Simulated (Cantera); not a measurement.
Al + NH3 + N2 (aluminium nitride and oxide growth)

Feed: 1 mol Al, 29 mol NH3, 180 mol N2, held at 90.0 Torr.

These are equilibrium values from Cantera (NASA tables, ideal gas, pure condensed phases), not measurements of a reactor. Candidate condensed phases: Al, AlN; 13 gas species. The numbers say what is thermodynamically allowed, not how fast it happens.

From 800 K to 2000 K the condensed part is AlN(s). At 2200 K nothing is condensed.

```csv
T (K),log p N2,log p H2,log p H,log p Al,n AlN(s)
800,-1.01,-1.66,-12.37,<-12,1.00
1000,-1.01,-1.66,-9.47,<-12,1.00
1200,-1.01,-1.66,-7.53,<-12,1.00
1400,-1.01,-1.66,-6.14,-11.29,1.00
1600,-1.01,-1.66,-5.09,-8.32,1.000
1800,-1.01,-1.66,-4.28,-6.02,0.998
2000,-1.01,-1.66,-3.62,-4.18,0.865
2200,-1.01,-1.67,-3.08,-3.31,0
```
log p: log10 of the partial pressure in bar; n: condensed amount in mol.
